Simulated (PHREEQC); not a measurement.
Synthetic water in mmol/kgw, 21 °C, pH 5.87, pe 9.9:

| constituent | mmol/kgw |
|---|---|
| Na | 0.018 |
| K | 2.66e-06 |
| Ca | 0.00952 |
| Mg | 0.00963 |
| Cl | 0.0187 |
| S(6) | 0.0117 |
| Alkalinity (meq/kgw) | 0.0143 |
| Li | 0.000139 |

Valence states are taken as typed.

The numbers come from PHREEQC with the ion-association model, phreeqc.dat.

Precipitation was switched off in this run.

Problem. What charge-balance error does the model give?

Solution. charge-balance error 0.0 %.

Problem. In which forms is C present?

Solution. CO2 76 %, HCO3- 24 % of the C.
